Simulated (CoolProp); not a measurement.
A Linde-Hampson liquefier for normal hydrogen: isothermal reversible compression at 300 K from 1 atm to 25 MPa, throttling to 1 atm, return gas leaving the recuperator 0 K below the feed. Each further row changes one setting.

Computed with CoolProp (reference Helmholtz-energy equation of state, Leachman 2009).

```json
[
 {"case": "as stated", "compression work (kJ/kg of gas)": "7000"},
 {"case": "high pressure 50 MPa", "compression work (kJ/kg of gas)": "8050"},
 {"case": "warm-end temperature 330 K", "compression work (kJ/kg of gas)": "7690"},
 {"case": "warm-end gap 5 K", "compression work (kJ/kg of gas)": "7000"}
]
```
